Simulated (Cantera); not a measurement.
A Cantera script and its output.

```python
import numpy as np
import cantera as ct

gas = ct.Solution("SiF4_NH3_mec.yaml", "gas")
gas.TPX = 1848, 101325, {'NH3': 1, 'N2': 9.1, 'H2': 0.032}
reactor = ct.IdealGasConstPressureReactor(gas, energy="off", clone=False)
net = ct.ReactorNet([reactor])
net.rtol, net.atol = 1e-08, 1e-18
show = ['NH3', 'N2H2', 'NH', 'N', 'H', 'N2H4', 'NH2']
times = np.geomspace(2e-05, 5, 15)

steps = ct.SolutionArray(gas, extra=["t"])
rows = []
print(f"{'t/s':>10s}{'T/K':>9s}{'P/Pa':>11s}" + "".join(f"{s:>11s}" for s in show))
for t in times:
    while net.time < t:
        t_next = net.step()
        steps.append(gas.state, t=t_next)
    rows.append([np.interp(t, steps.t, y) for y in (steps.T, steps.P, *steps(*show).X.T)])
    print(f"{t:10.3e}{rows[-1][0]:9.1f}{rows[-1][1]:11.4g}" + "".join(f"{x:11.3e}" for x in rows[-1][2:]))
rate = np.gradient(steps.T, steps.t)
print("integrator steps:", len(steps.t))
if steps.T.max() > steps.T[0] + 200:
    print(f"time of steepest temperature rise: {steps.t[rate.argmax()]:.4e} s")
gas.TPX = 1848, 101325, {'NH3': 1, 'N2': 9.1, 'H2': 0.032}
gas.equilibrate("TP")
print(f"equilibrium (TP): T = {gas.T:.1f} K  " + "  ".join(f"{s} {gas[s].X[0]:.3e}" for s in show))
```

Output:

```
       t/s      T/K       P/Pa        NH3       N2H2         NH          N          H       N2H4        NH2
 2.000e-05   1848.0  1.013e+05  9.869e-02  1.917e-10  2.128e-09  1.289e-12  1.834e-07  8.216e-11  6.848e-06
 4.860e-05   1848.0  1.013e+05  9.868e-02  1.329e-09  1.816e-08  3.671e-11  3.000e-07  4.985e-10  1.674e-05
 1.181e-04   1848.0  1.013e+05  9.865e-02  9.509e-09  1.331e-07  8.810e-10  5.843e-07  2.920e-09  4.041e-05
 2.869e-04   1848.0  1.013e+05  9.859e-02  6.243e-08  6.103e-07  8.051e-09  1.247e-06  1.533e-08  9.246e-05
 6.971e-04   1848.0  1.013e+05  9.842e-02  2.103e-07  1.406e-06  2.323e-08  2.249e-06  4.567e-08  1.595e-04
 1.694e-03   1848.0  1.013e+05  9.797e-02  2.626e-07  1.684e-06  3.239e-08  2.869e-06  5.467e-08  1.745e-04
 4.116e-03   1848.0  1.013e+05  9.688e-02  2.583e-07  1.805e-06  4.416e-08  3.756e-06  5.119e-08  1.689e-04
 1.000e-02   1848.0  1.013e+05  9.429e-02  2.473e-07  2.004e-06  6.977e-08  5.777e-06  4.490e-08  1.582e-04
 2.430e-02   1848.0  1.013e+05  8.836e-02  2.244e-07  2.230e-06  1.143e-07  1.028e-05  3.616e-08  1.419e-04
 5.904e-02   1848.0  1.013e+05  7.577e-02  1.815e-07  2.330e-06  1.653e-07  2.006e-05  2.587e-08  1.201e-04
 1.435e-01   1848.0  1.013e+05  5.337e-02  1.147e-07  2.138e-06  1.968e-07  4.006e-05  1.450e-08  8.989e-05
 3.486e-01   1848.0  1.013e+05  2.540e-02  4.387e-08  1.576e-06  1.919e-07  7.609e-05  4.724e-09  5.131e-05
 8.469e-01   1848.0  1.013e+05  6.607e-03  7.040e-09  7.891e-07  1.368e-07  1.295e-04  5.947e-10  1.821e-05
 2.058e+00   1848.0  1.013e+05  1.192e-03  4.792e-10  2.441e-07  5.588e-08  1.782e-04  3.281e-11  4.278e-06
 5.000e+00   1848.0  1.013e+05  2.901e-04  3.512e-11  6.916e-08  1.711e-08  1.938e-04  2.255e-12  1.122e-06
integrator steps: 1462
equilibrium (TP): T = 1848.0 K  NH3 1.262e-06  N2H2 1.274e-13  NH 3.083e-10  N 7.724e-11  H 1.966e-04  N2H4 4.378e-17  NH2 4.937e-09
```

Model: the gas-phase N/H chemistry of the illustrative SiF4/NH3 mechanism in the Surface Chemkin manual (1991), integrated in Cantera. Walls and surfaces, which speed up NH3 decomposition in real reactors, are not modelled.
